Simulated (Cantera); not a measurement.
Feed: 1 mol Pb, 0.13 mol O₂, 5.5 mol N₂, held at 1575 K and 100 Torr.

Cantera equilibrium calculation (NASA polynomials, part measured and part estimated; ideal gas, pure solids and liquids). Candidate condensed phases: Pb, PbO, PbO₂, Pb₃O₄; 12 gas species. Gases not in the tables: (PbO)n polymers. Rates play no part.

Base state: N₂ 0.846, Pb 0.114, PbO 0.0398, O₂ 5.91e-5, NO 3.02e-5, Pb₂ 2.33e-5 (mole fractions); condensed: gas only.

What changes in the equilibrium state with this change: pressure from 100 Torr to 0.623 Torr?


| species | before | after |
|---|---|---|
| N₂ | 0.846 | 0.842 |
| Pb | 0.114 | 0.123 |
| PbO | 0.0398 | 0.0302 |
| O₂ | 5.91e-5 | 0.00467 |
| Pb₂ | 2.33e-5 | 1.69e-7 |
| O | 2.25e-7 | 2.54e-5 |
| NO | 3.02e-5 | 0.000268 |

What changes in the equilibrium state with this change: O₂ from 0.13 to 0.78 mol?


```tsv
species	before	after
N₂	0.846	0.805
PbO	0.0398	0.133
O₂	5.91e-5	0.0473
Pb	0.114	0.0134
Pb₂	2.33e-5	3.25e-7
NO	3.02e-5	0.000833
```

What changes in the equilibrium state with this change: temperature from 1575 K to 950 K?


```tsv
species	before	after
N₂	0.846	1.000
Pb	0.114	3.77e-5
PbO	0.0398	3.96e-7
O₂	5.91e-5	<1e-9
NO	3.02e-5	<1e-9
Pb(l), mol	0	0.740
PbO(yellow), mol	0	0.260
```
